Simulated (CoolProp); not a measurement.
Oxygen along the isobar 29.4 MPa: density (kg/m³) from the reference equation and from simpler models built on Tc = -118.6 °C, pc = 5.046 MPa, ω = 0.022; each cubic takes its own stable root.

Values from CoolProp's reference Helmholtz-energy equation of state, Schmidt 1985. Above 300 K oxygen's equation is extrapolated.

```json
[
 {"T (°C)": "-190.85", "phase": "liquid", "reference": "1227", "van der Waals": "862.1", "Soave-Redlich-Kwong": "1232", "Peng-Robinson": "1380"},
 {"T (°C)": "-168.95", "phase": "liquid", "reference": "1140", "van der Waals": "819.1", "Soave-Redlich-Kwong": "1148", "Peng-Robinson": "1287"},
 {"T (°C)": "-147.15", "phase": "liquid", "reference": "1049", "van der Waals": "773.9", "Soave-Redlich-Kwong": "1054", "Peng-Robinson": "…"},
 {"T (°C)": "-125.25", "phase": "liquid", "reference": "953.3", "van der Waals": "726.0", "Soave-Redlich-Kwong": "948.7", "Peng-Robinson": "…"},
 {"T (°C)": "-103.35", "phase": "supercritical", "reference": "850.7", "van der Waals": "675.7", "Soave-Redlich-Kwong": "835.5", "Peng-Robinson": "925.1"},
 {"T (°C)": "-81.55", "phase": "supercritical", "reference": "744.4", "van der Waals": "623.9", "Soave-Redlich-Kwong": "721.9", "Peng-Robinson": "791.4"},
 {"T (°C)": "-59.65", "phase": "supercritical", "reference": "…", "van der Waals": "571.2", "Soave-Redlich-Kwong": "617.4", "Peng-Robinson": "670.0"},
 {"T (°C)": "-37.75", "phase": "supercritical", "reference": "551.4", "van der Waals": "519.8", "Soave-Redlich-Kwong": "530.7", "Peng-Robinson": "571.1"},
 {"T (°C)": "-15.95", "phase": "supercritical", "reference": "479.9", "van der Waals": "471.8", "Soave-Redlich-Kwong": "463.2", "Peng-Robinson": "495.3"},
 {"T (°C)": "5.95", "phase": "supercritical", "reference": "424.2", "van der Waals": "428.5", "Soave-Redlich-Kwong": "410.9", "Peng-Robinson": "437.0"},
 {"T (°C)": "27.85", "phase": "supercritical", "reference": "380.8", "van der Waals": "390.7", "Soave-Redlich-Kwong": "370.1", "Peng-Robinson": "391.8"}
]
```

Task: Complete the blanks.

Result: 
- -147.15, Peng-Robinson: 1180
- -125.25, Peng-Robinson: 1058
- -59.65, reference: 641.2
